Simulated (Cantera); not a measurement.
A closed system holds: 1 mol PbO, 0.37 mol H₂, at 680000 Pa.

Method: chemical equilibrium by Gibbs-energy minimisation in Cantera with the NASA 1993 tables (ideal gas, pure condensed phases). Candidate condensed phases: H₂O, Pb, PbO, PbO₂, Pb₃O₄; 12 gas species. Rates play no part. All values below are at 675 K.

Base state: H₂O 1.000, H₂ 3.11e-5 (mole fractions); condensed: Pb(l) + PbO(red).

**Question.** What changes in the equilibrium state with this change: PbO replaced by HgO?

**Answer.** 
| species | before | after |
|---|---|---|
| H₂O | 1.000 | 0.687 |
| Hg | 0 | 0.313 |
| O₂ | <1e-9 | 0.000191 |
| H₂ | 3.11e-5 | <1e-9 |
| Pb(l), mol | 0.370 | 0 |
| PbO(red), mol | 0.630 | 0 |
| Hg(l), mol | 0 | 0.202 |
| HgO(s), mol | 0 | 0.630 |
Further candidate phases: Hg, HgO.
